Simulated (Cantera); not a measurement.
Feed: 1 mol TiO2, 0.06 mol HCl, at 0.180 bar.

Method: chemical equilibrium by Gibbs-energy minimisation in Cantera with the NASA 1993 tables (ideal gas, pure condensed phases). Candidate condensed phases: H2O, Ti, TiCl2, TiCl3, TiCl4, TiO, TiO2, Ti2O3, Ti3O5, Ti4O7; 23 gas species. Kinetics and transport are ignored.

Task: At 1300 °C, list the 7 most abundant gas species with their mole fractions, and the condensed phases.

Result: HCl 0.987, H2O 0.00641, TiCl4 0.00308, Cl 0.00222, H2 0.00115, TiCl3 0.000127, Cl2 0.000102. Condensed: TiO2(rutile).
